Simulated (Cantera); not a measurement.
SiF4 + NH3 + N2 (silicon nitride deposition)

Feed: 1 mol SiF4, 14 mol NH3, a varied amount of N2, equilibrated at 1700 K and 750 Torr.

Cantera equilibrium calculation (NASA polynomials, part measured and part estimated; ideal gas, pure solids and liquids). Candidate condensed phases: Si, Si3N4; 37 gas species. The tables' values for SiF3, SiF2 are old estimates; treat these amounts as uncertain. The numbers say what is thermodynamically allowed, not how fast it happens.

```tsv
n(N2) (mol)	log p H2	log p N2	log p SiF4	log p HF	log p SiF3	n Si3N4(s)
1.3	-0.17	-0.56	-1.63	-1.98	-2.21	0
1.9	-0.17	-0.54	-1.64	-1.99	-2.21	0
2.7	-0.18	-0.52	-1.65	-2.00	-2.22	0
4	-0.20	-0.48	-1.67	-2.01	-2.24	0
5.8	-0.23	-0.44	-1.70	-2.03	-2.25	0
8.4	-0.26	-0.39	-1.73	-2.06	-2.28	0
12	-0.30	-0.34	-1.77	-2.09	-2.31	0.000185
18	-0.36	-0.28	-1.83	-2.12	-2.36	0.00201
26	-0.42	-0.22	-1.91	-2.16	-2.42	0.00380
```
log p: log10 of the partial pressure in bar; n: condensed amount in mol.

From 1.3 mol N2 to 8.4 mol N2 nothing is condensed. From 12 mol N2 to 26 mol N2 the condensed part is Si3N4(s). The main Si-bearing gas is SiF4 throughout.
